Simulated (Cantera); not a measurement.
A perfectly stirred reactor is fed with CH₃OH : O₂ : N₂ = 1 : 1.74 : 6.56 (molar parts), equivalence ratio 0.86, at 760 Torr; it is adiabatic with a 625 K inlet, and is followed from long to short residence time, starting on the burning branch (τ in s: 0.055, 0.029, 0.015, 0.008, 0.0042, 0.0022, 0.0012, 0.00062, 0.00032, 0.00017, 9e-05, 4.7e-05).

Computed with Cantera and GRI-Mech 3.0 (53 species, 325 reactions). GRI-Mech 3.0 was tuned for natural gas; its chemistry of methanol as a main component is partial and can be far from experiment.

Problem. What does this change do: 0.53 parts H2O added?

Solution. 
| quantity | before | after |
|---|---|---|
| blow-out, bracketed by the residence times tried | burning at 47.0 µs, the shortest tried | burning at 90.0 µs, out at 47.0 µs |
| x(CH₃OH) at τ = 55.0 ms | 1.10e-6 | 1.38e-6 |
| x(O₂) at τ = 55.0 ms | 0.0266 | 0.0249 |
| x(NO) at τ = 55.0 ms | 0.00180 | 0.000846 |
| x(O) at τ = 55.0 ms | 0.000881 | 0.000603 |
| x(CH₄) at τ = 55.0 ms | 3.97e-8 | 5.58e-8 |
| x(CH₃OH) at τ = 1.20 ms | 2.16e-5 | 2.47e-5 |
| x(O₂) at τ = 1.20 ms | 0.0347 | 0.0326 |
| x(NO) at τ = 1.20 ms | 8.97e-5 | 4.92e-5 |
| x(O) at τ = 1.20 ms | 0.00346 | 0.00275 |
| x(CH₄) at τ = 1.20 ms | 3.61e-7 | 4.50e-7 |
